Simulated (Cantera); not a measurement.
An isothermal plug-flow reactor at 950 K and 3150 Torr (inlet), inlet velocity 0.29 m/s, active area per volume 490 1/m; feed CH4 : O2 : N2 = 0.0047 : 0.081 : 0.79 (molar parts).

Computed with Cantera and Deutschmann's 1995 Pt surface mechanism with GRI-Mech 3.0 gas chemistry. Catalytic surfaces can have several steady states; this one follows from the mechanism file's or the stated starting coverage. Mass transfer to the wall is taken as infinitely fast.

Task: Predict: x(CH4) at z = 0.026 m; x(O2) at z = 0.026 m; x(H2O) at z = 0.026 m; x(CO2) at z = 0.026 m; x(CO) at z = 0.026 m; θ(free Pt) at the exit; θ(O*) at the exit; θ(OH*) at the exit.

Result: 
| Property | Value |
|---|---|
| x(CH4) at z = 0.026 m | 0.00299 |
| x(O2) at z = 0.026 m | 0.0878 |
| x(H2O) at z = 0.026 m | 0.00473 |
| x(CO2) at z = 0.026 m | 0.00235 |
| x(CO) at z = 0.026 m | 9.73e-7 |
| θ(free Pt) at the exit | 0.0975 |
| θ(O*) at the exit | 0.900 |
| θ(OH*) at the exit | 0.00226 |
